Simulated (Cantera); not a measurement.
A Cantera script and what it prints.

```python
import numpy as np
import cantera as ct

gas_names = """
    H2 Pb HF
""".split()
cond_names = """
    PbF2(a) PbF2(b) PbF2(L)
""".split()


def load(file, names, dense=False):
    # The tables refer to 1 bar. Condensed volumes are neglected.
    table = {s.name: s for s in ct.Species.list_from_file(file)}
    out = []
    for n in names:
        d = dict(table[n].input_data)
        d["thermo"] = dict(d["thermo"], **{"reference-pressure": 1e5})
        if dense:
            d["equation-of-state"] = {"model": "constant-volume", "density": "1e6 g/cm^3"}
        out.append(ct.Species.from_dict(d))
    return out


species = {s.name: s for s in load("nasa_gas.yaml", gas_names) + load("nasa_condensed.yaml", cond_names)}
# Each term lists the table entries of one substance; the one whose range holds T is used.
reactions = {
    'PbF2 + H2(g) = Pb(g) + 2 HF(g)':
        [(-1, ['PbF2(a)', 'PbF2(b)', 'PbF2(L)']), (-1, ['H2']), (1, ['Pb']), (2, ['HF'])],
}


def pick(names, T):
    return next(species[n] for n in names if species[n].thermo.min_temp <= T <= species[n].thermo.max_temp)


results = []
for label, terms in reactions.items():
    print(label)
    print("     T/K   dH/kJ  dS/(J/K)   dG/kJ   log10 K")
    for T in [825, 875, 925, 975, 1025, 1075, 1125, 1175, 1225, 1275, 1325]:
        used = [(nu, pick(names, T)) for nu, names in terms]
        dH = sum(nu * s.thermo.h(T) for nu, s in used) / 1e6
        dS = sum(nu * s.thermo.s(T) for nu, s in used) / 1e3
        dG = dH - T * dS / 1e3
        logK = -dG * 1e6 / (ct.gas_constant * T * np.log(10))
        results.append((label, T, dH, dS, dG, logK, [s.name for _, s in used]))
        print(f"{T:8g} {dH:8.1f} {dS:8.1f} {dG:8.1f} {logK:8.2f}")
```

It prints:

```
PbF2 + H2(g) = Pb(g) + 2 HF(g)
     T/K   dH/kJ  dS/(J/K)   dG/kJ   log10 K
     825    300.1    233.5    107.5    -6.81
     875    297.7    230.6     95.9    -5.73
     925    295.7    228.4     84.4    -4.77
     975    293.8    226.4     73.1    -3.91
    1025    291.8    224.4     61.8    -3.15
    1075    290.5    223.2     50.6    -2.46
    1125    273.5    207.8     39.8    -1.85
    1175    270.6    205.3     29.5    -1.31
    1225    267.8    202.9     19.3    -0.82
    1275    264.9    200.6      9.2    -0.38
    1325    262.1    198.4     -0.8     0.03
```

Standard-state values (1 bar) from the NASA 1993 polynomials, evaluated with Cantera. Condensed species are held in their standard states even where they would react or evaporate.
